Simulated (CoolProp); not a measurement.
Vapour-liquid equilibrium of carbon dioxide (1) + carbonyl sulfide (2) at 1190 kPa; x and y are mole fractions of (1).

Values from CoolProp's multi-fluid Helmholtz-energy mixture model, Span 1996 and Lemmon 2006; pair parameters Bell 2016.

Problem. Give the bubble temperature and the first vapour's composition at x = 0.05, 0.5, 0.95. Is there an azeotrope?

Solution. x = 0.05: 11.8 °C, y = 0.241; x = 0.5: -23.6 °C, y = 0.823; x = 0.95: -34.3 °C, y = 0.980. No azeotrope shows between x = 0.05 and 0.95.

Pair parameters are fitted to limited data, so mixtures are less certain than the pure fluids.
